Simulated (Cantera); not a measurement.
What does this Cantera script print?

```python
import numpy as np
import cantera as ct

gas_names = """
    CL CLO CL2 H HCL HOCL HO2 H2 H2O H2O2 O OH O2 O3 Ti TiCL TiCL2 TiCL3 TiCL4 TiO TiOCL TiOCL2 TiO2
""".split()
cond_names = """
    H2O(s) H2O(L) Ti(a) Ti(b) Ti(L) TiCL2(s) TiCL3(s) TiCL4(L) TiO(a) TiO(b) TiO(L) TiO2(ru) TiO2(L)
    Ti2O3(a) Ti2O3(b) Ti2O3(L) Ti3O5(a) Ti3O5(b) Ti3O5(L) Ti4O7(s) Ti4O7(L)
""".split()


# ... load() reads the species with a 1 bar reference pressure and builds the phases ...
atoms = {
    'TiO2': {'Ti': 1, 'O': 2},
    'HCl': {'H': 1, 'CL': 1},
    'H2': {'H': 2},
}
top_T = {'TiCL2(s)': 1300, 'TiCL3(s)': 1000}  # K; cautious upper limits of use, not melting points


# ... equilibrate(T, P, feed) seeds the gas with the atoms and calls Mixture.equilibrate('TP', solver="vcs", rtol=1e-11, max_steps=5000) ...
results = []
feed = {'TiO2': 1, 'HCl': 0.02, 'H2': 1.4}  # mol
T = 1323.15  # K
P = 1000  # Pa
mix = equilibrate(T, P, feed)
results.append((T, P, feed, dict(zip(mix.species_names, mix.species_moles))))
x = sorted(zip(gas.X, gas.species_names), reverse=True)
print(f"T = {T:g} K  P = {P:g} Pa  gas = {mix.phase_moles(0):.4g} mol")
print("   x: " + "  ".join(f"{s} {v:.3e}" for v, s in x if v > 0.001))
print("   condensed (mol): " + ("  ".join(f"{mix.phase(i).name} {mix.phase_moles(i):.4g}"
      for i in range(1, mix.n_phases) if mix.phase_moles(i) > 1e-12) or "none"))
```

It prints:

```
T = 1323.15 K  P = 1000 Pa  gas = 1.42 mol
   x: H2 9.822e-01  HCL 1.408e-02  H2O 3.659e-03
   condensed (mol): TiO2(ru) 0.9792  Ti4O7(s) 0.005195
```

These are equilibrium values from Cantera (NASA tables, ideal gas, pure condensed phases), not measurements of a reactor. Mutual solubility and eutectic melting of coexisting phases are not modelled. Condensed phases not in the tables: Magnéli phases beyond Ti4O7.
